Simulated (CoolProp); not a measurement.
Computed with CoolProp (reference Helmholtz-energy equation of state, Platzer 1990). This equation is an older, rougher fit; its heat capacities, sound speeds and derivatives of the liquid may be far off and weren't checked against measurements.

### Question
Give the vapour pressure (bar), vapour Z, surface tension (mN/m) of saturated R21 at 256.3, 332.2 K.

### Answer
```
T (K)  p (bar)  vapour Z  surface tension (mN/m)
-----  -------  --------  ----------------------
256.3    0.332     0.983                    24.1
332.2     5.08     0.894                    13.0
```

Surface tension comes from a separate correlation (Mulero 2012).
